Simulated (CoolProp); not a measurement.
Values from CoolProp's reference Helmholtz-energy equation of state, McLinden 2020.

Q: For R1336mzz(Z), give the phase and the density (kg/m³) at 203.85 °C and 9.68 MPa; 203.85 °C and 12.1 MPa.

A: 
- 203.85 °C and 9.68 MPa: supercritical; density 860
- 203.85 °C and 12.1 MPa: supercritical; density 913
